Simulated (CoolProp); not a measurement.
Nitrogen at 298.15 K and 1.34 MPa is compressed adiabatically to 8.59 MPa with isentropic efficiency 0.9. Each further row changes one setting.

The numbers come from the reference Helmholtz-energy equation of state, Span 2000 in CoolProp.

```
case             work (kJ/kg)  final temperature (K)  final density (kg/m³)
---------------  ------------  ---------------------  ---------------------
as stated                 [?]                    [?]                    [?]
efficiency 1              220                  508.4                    [?]
efficiency 0.65           [?]                    [?]                   45.2
```

Q: Fill in the missing entries.

A: 
- as stated, work (kJ/kg): 245
- as stated, final temperature (K): 530.8
- as stated, final density (kg/m³): 52.5
- efficiency 1, final density (kg/m³): 54.8
- efficiency 0.65, work (kJ/kg): 339
- efficiency 0.65, final temperature (K): 616.6
